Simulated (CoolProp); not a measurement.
Properties of methane along the isobar 27.2 MPa (Tc = -82.6 °C, pc = 4.599 MPa, ω = 0.011).

The numbers come from the reference Helmholtz-energy equation of state, Setzmann 1991 in CoolProp.

| T (°C) | phase | Z | cp (kJ/(kg K)) | cv (kJ/(kg K)) | Joule-Thomson coefficient (K/MPa) | conductivity (mW/(m K)) | Prandtl number |
|---|---|---|---|---|---|---|---|
| -85.85 | liquid | 0.8020 | 3.492 | 1.885 | -0.2227 | 128 | 1.44 |
| -70.15 | supercritical | 0.7890 | 3.563 | 1.861 | -0.1081 | 115 | 1.40 |
| -54.45 | supercritical | 0.7863 | 3.633 | 1.845 | 0.03338 | 104 | 1.37 |
| -38.85 | supercritical | 0.7928 | 3.688 | 1.837 | 0.1970 | 94.2 | 1.33 |
| -23.15 | supercritical | 0.8076 | 3.709 | 1.836 | 0.3735 | 86.5 | 1.29 |
| -7.45 | supercritical | 0.8286 | 3.687 | 1.841 | 0.5435 | 80.5 | 1.25 |
| 8.25 | supercritical | 0.8535 | 3.624 | 1.852 | 0.6883 | 76.0 | 1.19 |
| 23.95 | supercritical | 0.8798 | 3.538 | 1.868 | 0.7961 | 72.8 | 1.14 |
| 39.55 | supercritical | 0.9054 | 3.445 | 1.889 | 0.8636 | 70.6 | 1.09 |

Viscosity comes from a separate model (Quiñones-Cisneros 2006). Thermal conductivity comes from a separate model (Friend 1989).
